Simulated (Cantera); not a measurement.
An isothermal, constant-pressure homogeneous reactor starts with 71.4 % CH4, 28.6 % H2O, at 1375 K and 0.691 atm.

Detailed kinetics in Cantera: GRI-Mech 3.0 (53 species, 325 reactions). GRI-Mech 3.0 stops at C3 and has no aromatics, soot or wall deposition, so with more carbon than oxygen in the feed, carbon stays in small species such as C2H2 where larger ones or solid carbon would form.

x: mole fraction; the columns are a selection and need not sum to one.

```csv
t (s),x CH4,x H2O,x C2H6,x CH2O,x HCO
0.000200,0.714,0.286,1.74e-7,3.27e-11,<1e-12
0.000549,0.714,0.286,2.83e-6,5.32e-10,<1e-12
0.00151,0.714,0.286,2.27e-5,4.38e-9,<1e-12
0.00413,0.714,0.286,8.75e-5,1.82e-8,<1e-12
0.0113,0.714,0.286,0.000257,6.34e-8,<1e-12
0.0311,0.712,0.286,0.000639,2.08e-7,3.11e-12
0.0854,0.708,0.285,0.00113,4.99e-7,9.42e-12
0.234,0.692,0.283,0.00116,5.97e-7,1.22e-11
0.643,0.651,0.276,0.000865,4.74e-7,1.03e-11
1.76,…,0.262,…,…,8.11e-12
4.84,0.423,0.238,0.000274,1.68e-7,9.09e-12
13.3,0.271,0.208,0.000231,9.57e-8,3.22e-11
36.4,0.233,0.177,0.000243,7.24e-8,1.23e-10
100,0.232,…,…,…,2.98e-10
```

**Question.** Fill in the missing entries.

**Answer.** 
- 1.76, x CH4: 0.565
- 1.76, x C2H6: 0.000515
- 1.76, x CH2O: 3.08e-7
- 100, x H2O: 0.132
- 100, x C2H6: 0.000223
- 100, x CH2O: 5.34e-8
